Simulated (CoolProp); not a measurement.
A closed Brayton cycle with carbon dioxide: compressor inlet 331.15 K and 8.2 MPa, high pressure 17.7 MPa, turbine inlet 950 K, compressor efficiency 0.8, turbine efficiency 0.9, recuperator effectiveness 0 (on enthalpy, no pinch check). Each further row changes one setting.

Values from CoolProp's reference Helmholtz-energy equation of state, Span 1996.

```json
[
 {"case": "as stated", "thermal efficiency (%)": "10.8", "net work (kJ/kg)": "76.0", "compressor to turbine work": "0.36", "compressor exit (K)": "399.7", "turbine exit (K)": "848.7"},
 {"case": "turbine inlet 900 K", "thermal efficiency (%)": "10.9", "net work (kJ/kg)": "69.2", "compressor to turbine work": "0.39", "compressor exit (K)": "399.7", "turbine exit (K)": "802.3"},
 {"case": "compressor inlet 341.15 K", "thermal efficiency (%)": "10.5", "net work (kJ/kg)": "71.4", "compressor to turbine work": "0.40", "compressor exit (K)": "413.5", "turbine exit (K)": "848.7"},
 {"case": "high pressure 15 MPa", "thermal efficiency (%)": "8.7", "net work (kJ/kg)": "61.7", "compressor to turbine work": "0.35", "compressor exit (K)": "384.5", "turbine exit (K)": "870.0"},
 {"case": "recuperator effectiveness 0.5", "thermal efficiency (%)": "17.3", "net work (kJ/kg)": "76.0", "compressor to turbine work": "0.36", "compressor exit (K)": "399.7", "turbine exit (K)": "848.7"}
]
```
